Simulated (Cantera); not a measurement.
An adiabatic, constant-volume homogeneous reactor starts with 3.98 % CH4, 0.191 % CO, 20.2 % O2, 75.7 % N2, equivalence ratio 0.40, at 1323 K and 5.00 bar.

Detailed kinetics in Cantera: GRI-Mech 3.0 (53 species, 325 reactions).

Predict: time of steepest temperature rise; temperature at 0.100 s; equilibrium temperature; x(CO) at 0.100 s; x(O2) at 0.100 s; x(CO2) at 0.100 s; x(HO2) at 0.100 s.


```
Item                                                                   Value
---------------------------------  -----------------------------------------
time of steepest temperature rise                                    1.42 ms
temperature at 0.100 s                                                2349 K
equilibrium temperature                                               2349 K
x(CO) at 0.100 s                   0.000644 (gas-phase equilibrium 0.000644)
x(O2) at 0.100 s                         0.114 (gas-phase equilibrium 0.114)
x(CO2) at 0.100 s                      0.0411 (gas-phase equilibrium 0.0411)
x(HO2) at 0.100 s                    9.02e-6 (gas-phase equilibrium 9.01e-6)
```
